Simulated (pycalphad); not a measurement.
CALPHAD calculation (pycalphad, COST 507 light-alloy database (1999)), 1 atm. The database dates from 1999; later assessments differ in places, in temperatures and in the compounds included.

Molar enthalpy of Al-12.45Si-1.368Mn (wt.%) in equilibrium (SER reference):

```csv
T (K),H (kJ/mol),phases
1850,60.12,liquid
1775,57.77,liquid
1700,55.42,liquid
1625,53.07,liquid
1550,50.72,liquid
1475,48.37,liquid
1400,46.03,liquid
1325,43.68,liquid
1250,41.33,liquid
1175,38.99,liquid
1100,36.65,liquid
1025,34.31,liquid
950,31.98,liquid
925,31.20,liquid
875,29.13,liquid + ALMNSI_ALPHA
825,13.97,fcc + diamond (Si) + ALMNSI_ALPHA
800,13.10,fcc + diamond (Si) + ALMNSI_ALPHA
725,10.66,fcc + diamond (Si) + ALMNSI_ALPHA
650,8.40,fcc + diamond (Si) + ALMNSI_ALPHA
575,6.26,fcc + diamond (Si) + ALMNSI_ALPHA
500,4.22,fcc + diamond (Si) + ALMNSI_ALPHA
```

Cooling from 925 K to 825 K, across the freezing range, releases 17.2 kJ/mol, or 631 J/g. The slope is 31 J/(mol K) in the liquid and 35 J/(mol K) just below the solidus, where it includes any heat of precipitation. Liquidus 917 K, solidus 850 K. Changes were sought between steps of 25 K, so a narrower field can be missed.

Database names, with the compositions (at.%) that they take in these runs: ALMNSI_ALPHA: Al 70 Mn 17 Si 12.
